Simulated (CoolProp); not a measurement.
Water along the isobar 27.1 MPa: Z from the reference equation and from simpler models built on Tc = 647.1 K, pc = 22.06 MPa, ω = 0.344; each cubic takes its own stable root.

The numbers come from the reference Helmholtz-energy equation of state, Wagner 2002 in CoolProp.

```json
[
 {"T (K)": "583.1", "phase": "liquid", "reference": "0.1383", "van der Waals": "___", "Soave-Redlich-Kwong": "0.1998", "Peng-Robinson": "0.1770"},
 {"T (K)": "588.2", "phase": "liquid", "reference": "0.1390", "van der Waals": "0.2801", "Soave-Redlich-Kwong": "___", "Peng-Robinson": "___"},
 {"T (K)": "593.3", "phase": "liquid", "reference": "0.1399", "van der Waals": "0.2810", "Soave-Redlich-Kwong": "___", "Peng-Robinson": "___"},
 {"T (K)": "598.4", "phase": "liquid", "reference": "0.1409", "van der Waals": "0.2822", "Soave-Redlich-Kwong": "0.2057", "Peng-Robinson": "0.1826"},
 {"T (K)": "603.5", "phase": "liquid", "reference": "0.1420", "van der Waals": "0.2835", "Soave-Redlich-Kwong": "0.2083", "Peng-Robinson": "0.1851"},
 {"T (K)": "608.5", "phase": "liquid", "reference": "0.1433", "van der Waals": "0.2850", "Soave-Redlich-Kwong": "___", "Peng-Robinson": "0.1878"},
 {"T (K)": "613.6", "phase": "liquid", "reference": "0.1449", "van der Waals": "0.2869", "Soave-Redlich-Kwong": "0.2146", "Peng-Robinson": "0.1910"},
 {"T (K)": "618.7", "phase": "liquid", "reference": "0.1468", "van der Waals": "0.2890", "Soave-Redlich-Kwong": "0.2185", "Peng-Robinson": "0.1948"},
 {"T (K)": "623.8", "phase": "liquid", "reference": "___", "van der Waals": "0.2915", "Soave-Redlich-Kwong": "0.2231", "Peng-Robinson": "0.1992"},
 {"T (K)": "628.9", "phase": "liquid", "reference": "0.1517", "van der Waals": "0.2944", "Soave-Redlich-Kwong": "0.2285", "Peng-Robinson": "___"},
 {"T (K)": "634", "phase": "liquid", "reference": "0.1549", "van der Waals": "0.2979", "Soave-Redlich-Kwong": "0.2350", "Peng-Robinson": "0.2106"}
]
```

**Question.** Some entries are withheld; supply them.

**Answer.** 
- 583.1, van der Waals: 0.2793
- 588.2, Soave-Redlich-Kwong: 0.2015
- 588.2, Peng-Robinson: 0.1787
- 593.3, Soave-Redlich-Kwong: 0.2035
- 593.3, Peng-Robinson: 0.1805
- 608.5, Soave-Redlich-Kwong: 0.2112
- 623.8, reference: 0.1490
- 628.9, Peng-Robinson: 0.2044
